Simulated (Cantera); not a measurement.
Charge: 1 mol HgO, 1.8 mol O₂, 2.6 mol H₂, at 13300 Pa.

Cantera equilibrium calculation (NASA polynomials, part measured and part estimated; ideal gas, pure solids and liquids). Candidate condensed phases: H₂O, Hg, HgO; 10 gas species. Rates play no part.

x: gas mole fraction; n: condensed amount in mol.

| T (K) | x H₂O | x Hg | x O₂ | x OH | x H₂ | x O | n HgO(s) |
|---|---|---|---|---|---|---|---|
| 598 | 0.686 | 0.122 | 0.193 | <1e-12 | <1e-12 | <1e-12 | 0.538 |
| 698 | 0.565 | 0.217 | 0.217 | 9.85e-11 | <1e-12 | <1e-12 | 0 |
| 798 | 0.565 | 0.217 | 0.217 | 3.26e-9 | <1e-12 | <1e-12 | 0 |
| 898 | 0.565 | 0.217 | 0.217 | ? | ? | ? | 0 |
| 998 | 0.565 | 0.217 | 0.217 | 4.39e-7 | 2.73e-10 | 1.89e-10 | 0 |
| 1098 | 0.565 | 0.217 | 0.217 | ? | ? | ? | 0 |
| 1198 | 0.565 | 0.217 | 0.217 | 1.16e-5 | 4.05e-8 | 3.07e-8 | 0 |
| 1298 | 0.565 | 0.217 | 0.217 | 4.07e-5 | 2.78e-7 | 2.18e-7 | 0 |

Q: Complete the blanks.

A: 
- 898, x OH: 4.96e-8
- 898, x H₂: 9.87e-12
- 898, x O: 6.38e-12
- 1098, x OH: 2.61e-6
- 1098, x H₂: 4.16e-9
- 1098, x O: 3.03e-9
